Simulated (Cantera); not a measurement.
A Cantera script and its output.

```python
import numpy as np
import cantera as ct

gas = ct.Solution("gri30.yaml")


def delay(T, t_max=10):
    gas.TPX = T, 71000, {'C3H8': 1, 'O2': 2.63, 'N2': 9.89}
    reactor = ct.IdealGasConstPressureReactor(gas, clone=False)
    net = ct.ReactorNet([reactor])
    net.rtol, net.atol = 1e-8, 1e-16
    while net.time < t_max:
        t_old, T_old = net.time, reactor.T
        net.step()
        if reactor.T > T + 400:  # ignition: a rise of 400 K
            return t_old + (T + 400 - T_old) / (reactor.T - T_old) * (net.time - t_old)
    return np.nan


taus = []
for T in [1250, 1300, 1350, 1400, 1450, 1500, 1550, 1600]:
    taus.append(delay(T))
    print(f"T0 = {T:6g} K   tau = {taus[-1]:.4e} s")
```

Output:

```
T0 =   1250 K   tau = 2.8861e-03 s
T0 =   1300 K   tau = 1.2307e-03 s
T0 =   1350 K   tau = 5.8250e-04 s
T0 =   1400 K   tau = 3.0420e-04 s
T0 =   1450 K   tau = 1.7380e-04 s
T0 =   1500 K   tau = 1.0755e-04 s
T0 =   1550 K   tau = 7.1333e-05 s
T0 =   1600 K   tau = 5.0180e-05 s
```

Model: GRI-Mech 3.0 (53 species, 325 reactions), integrated in Cantera. GRI-Mech 3.0 was tuned for natural gas; its chemistry of propane as a main component is partial and can be far from experiment.
